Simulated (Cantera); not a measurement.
An isothermal, constant-pressure homogeneous reactor starts with H₂ : O₂ : N₂ = 1.8 : 1 : 3.1 (molar parts), at 750 K and 0.533 atm. Integrator tolerance rtol = 1e-08.

Detailed kinetics in Cantera: the H2/O2 subset of GRI-Mech 3.0, which has no nitrogen chemistry. Below about 950 K walls govern HO2 and H2O2 in real vessels. The temperature is held fixed by assumption; the heat of reaction is taken as removed at once.

Problem. What does this change do: temperature 750 to 800 K?

Solution. 
| quantity | before | after |
|---|---|---|
| x(H₂) at 70.0 s | 0.305 (gas-phase equilibrium <1e-12) | 0.264 (gas-phase equilibrium <1e-12) |
| x(O₂) at 70.0 s | 0.169 (gas-phase equilibrium 0.0200) | 0.149 (gas-phase equilibrium 0.0200) |
| x(H₂O₂) at 70.0 s | 8.22e-5 (gas-phase equilibrium 1.50e-12) | 0.00101 (gas-phase equilibrium 4.34e-12) |
| x(HO₂) at 70.0 s | 9.02e-7 (gas-phase equilibrium 1.26e-12) | 8.69e-6 (gas-phase equilibrium 4.77e-12) |
| x(O) at 70.0 s | 5.51e-12 (gas-phase equilibrium <1e-12) | 5.55e-10 (gas-phase equilibrium <1e-12) |
| x(OH) at 70.0 s | 6.01e-12 (gas-phase equilibrium 2.12e-10) | 6.71e-10 (gas-phase equilibrium 1.08e-9) |
| x(H) at 70.0 s | 9.85e-11 (gas-phase equilibrium <1e-12) | 7.94e-9 (gas-phase equilibrium <1e-12) |

Problem. What does this change do: temperature 750 to 1150 K?

Solution. 
```csv
quantity,before,after
x(H₂) at 70.0 s,0.305 (gas-phase equilibrium <1e-12),1.50e-8 (gas-phase equilibrium 1.50e-8)
x(O₂) at 70.0 s,0.169 (gas-phase equilibrium 0.0200),0.0200 (gas-phase equilibrium 0.0200)
x(H₂O₂) at 70.0 s,8.22e-5 (gas-phase equilibrium 1.50e-12),5.62e-10 (gas-phase equilibrium 5.62e-10)
x(HO₂) at 70.0 s,9.02e-7 (gas-phase equilibrium 1.26e-12),2.09e-9 (gas-phase equilibrium 2.09e-9)
x(O) at 70.0 s,5.51e-12 (gas-phase equilibrium <1e-12),1.61e-9 (gas-phase equilibrium 1.61e-9)
x(OH) at 70.0 s,6.01e-12 (gas-phase equilibrium 2.12e-10),1.82e-6 (gas-phase equilibrium 1.82e-6)
x(H) at 70.0 s,9.85e-11 (gas-phase equilibrium <1e-12),1.25e-11 (gas-phase equilibrium 1.25e-11)
```
